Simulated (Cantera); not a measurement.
An isothermal, constant-pressure homogeneous reactor starts with H2 : O2 = 0.1 : 1 (molar parts), equivalence ratio 0.050, at 1350 K and 170 Pa. Integrator tolerance rtol = 1e-08.

Model: the H2/O2 subset of GRI-Mech 3.0, which has no nitrogen chemistry, integrated in Cantera. Radical loss at walls, strong at low pressure, is not modelled. The temperature is held fixed by assumption; the heat of reaction is taken as removed at once.

**Question.** What does this change do: pressure from 170 Pa to 2670 Pa?

**Answer.** 
| quantity | before | after |
|---|---|---|
| x(H2) at 100 s | 3.54e-6 (gas-phase equilibrium 4.99e-7) | 1.26e-7 (gas-phase equilibrium 1.26e-7) |
| x(O2) at 100 s | 0.905 (gas-phase equilibrium 0.905) | 0.905 (gas-phase equilibrium 0.905) |
| x(H) at 100 s | 7.77e-7 (gas-phase equilibrium 4.11e-8) | 5.21e-9 (gas-phase equilibrium 5.21e-9) |
| x(OH) at 100 s | 0.000339 (gas-phase equilibrium 0.000127) | 6.40e-5 (gas-phase equilibrium 6.40e-5) |
| x(H2O2) at 100 s | 8.58e-10 (gas-phase equilibrium 2.96e-10) | 1.17e-9 (gas-phase equilibrium 1.17e-9) |

**Question.** What does this change do: temperature 1350 to 1023 K?

**Answer.** 
```json
[
 {"quantity": "x(H2) at 100 s", "before": "3.54e-6 (gas-phase equilibrium 4.99e-7)", "after": "2.05e-7 (gas-phase equilibrium 4.18e-10)"},
 {"quantity": "x(O2) at 100 s", "before": "0.905 (gas-phase equilibrium 0.905)", "after": "0.905 (gas-phase equilibrium 0.905)"},
 {"quantity": "x(H) at 100 s", "before": "7.77e-7 (gas-phase equilibrium 4.11e-8)", "after": "2.19e-8 (gas-phase equilibrium 2.07e-12)"},
 {"quantity": "x(OH) at 100 s", "before": "0.000339 (gas-phase equilibrium 0.000127)", "after": "2.73e-5 (gas-phase equilibrium 1.24e-6)"},
 {"quantity": "x(H2O2) at 100 s", "before": "8.58e-10 (gas-phase equilibrium 2.96e-10)", "after": "1.95e-9 (gas-phase equilibrium 1.40e-11)"}
]
```
